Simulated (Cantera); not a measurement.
Input: 1 mol MgO, 1 mol HF, 0.51 mol H₂, held at 3.00 Pa.

Cantera equilibrium calculation (NASA polynomials, part measured and part estimated; ideal gas, pure solids and liquids). Candidate condensed phases: H₂O, Mg, MgF₂, MgO, Mg(OH)₂; 31 gas species. Mutual solubility and eutectic melting of coexisting phases are not modelled. Kinetics and transport are ignored.

**Question.** What share of the Mg ends up in condensed phases as a function of T (K), at 775, 875, 975, 1075, 1175, 1275, 1375, 1475, 1575?

**Answer.** 
```json
[
 {"T (K)": "775", "Mg condensed (%)": "100.0", "as": "MgF₂(s) + MgO(s)"},
 {"T (K)": "875", "Mg condensed (%)": "100.0", "as": "MgF₂(s) + MgO(s)"},
 {"T (K)": "975", "Mg condensed (%)": "100.0", "as": "MgF₂(s) + MgO(s)"},
 {"T (K)": "1075", "Mg condensed (%)": "100.0", "as": "MgF₂(s) + MgO(s)"},
 {"T (K)": "1175", "Mg condensed (%)": "99.9", "as": "MgF₂(s) + MgO(s)"},
 {"T (K)": "1275", "Mg condensed (%)": "99.1", "as": "MgO(s)"},
 {"T (K)": "1375", "Mg condensed (%)": "98.5", "as": "MgO(s)"},
 {"T (K)": "1475", "Mg condensed (%)": "97.6", "as": "MgO(s)"},
 {"T (K)": "1575", "Mg condensed (%)": "96.2", "as": "MgO(s)"}
]
```
